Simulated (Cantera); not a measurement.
An isothermal, constant-pressure homogeneous reactor starts with CH4 : H2O : H2 = 1 : 0.56 : 0.17 (molar parts), at 1748 K and 3.40 bar.

Model: GRI-Mech 3.0 (53 species, 325 reactions), integrated in Cantera. GRI-Mech 3.0 stops at C3 and has no aromatics, soot or wall deposition, so with more carbon than oxygen in the feed, carbon stays in small species such as C2H2 where larger ones or solid carbon would form.

One state of this run: x CH4 = 0.0617; x H2O = 0.180; x H2 = 0.583; x H = 9.54e-5; x H2O2 = 1.31e-12. x: mole fraction; the columns are a selection and need not sum to one.

Q: Which value of t (s) does it belong to?
A) 30.0
B) 0.00724
C) 0.00181
D) 0.0290

A: D, 0.0290
